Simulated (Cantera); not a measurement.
A perfectly stirred reactor is fed with 14.3 % C₂H₄, 85.7 % H₂, at 180 Pa; it is held at 1623 K, and followed from long to short residence time.

Computed with Cantera and GRI-Mech 3.0 (53 species, 325 reactions). GRI-Mech 3.0 was tuned for natural gas; its chemistry of ethylene as a main component is partial and can be far from experiment. GRI-Mech 3.0 stops at C3 and has no aromatics, soot or wall deposition, so with more carbon than oxygen in the feed, carbon stays in small species such as C2H2 where larger ones or solid carbon would form. Radical loss at walls, strong at low pressure, is not modelled.

x: mole fraction; the columns are a selection and need not sum to one.

| τ (s) | x C₂H₄ | x H₂ | x C₂H₆ | x C₂H₂ | x CH₃ |
|---|---|---|---|---|---|
| 8.5 | 0.00319 | 0.874 | 3.48e-9 | 0.122 | [?] |
| 2.7 | 0.0139 | 0.873 | 9.07e-9 | 0.113 | [?] |
| 0.86 | 0.0426 | 0.870 | 1.84e-8 | 0.0877 | [?] |
| 0.27 | 0.0868 | 0.864 | 2.68e-8 | 0.0490 | [?] |
| 0.087 | 0.120 | 0.860 | 2.50e-8 | 0.0196 | [?] |
| 0.028 | 0.135 | 0.858 | 1.63e-8 | 0.00649 | [?] |
| 0.0088 | 0.141 | 0.857 | 8.66e-9 | 0.00203 | 9.18e-10 |
| 0.0028 | 0.142 | 0.857 | 3.62e-9 | 0.000646 | 3.28e-10 |

Q: Fill in the missing entries.

A: 
- 8.5, x CH₃: 5.51e-8
- 2.7, x CH₃: 1.87e-8
- 0.86, x CH₃: 8.53e-9
- 0.27, x CH₃: 5.61e-9
- 0.087, x CH₃: 3.77e-9
- 0.028, x CH₃: 2.02e-9
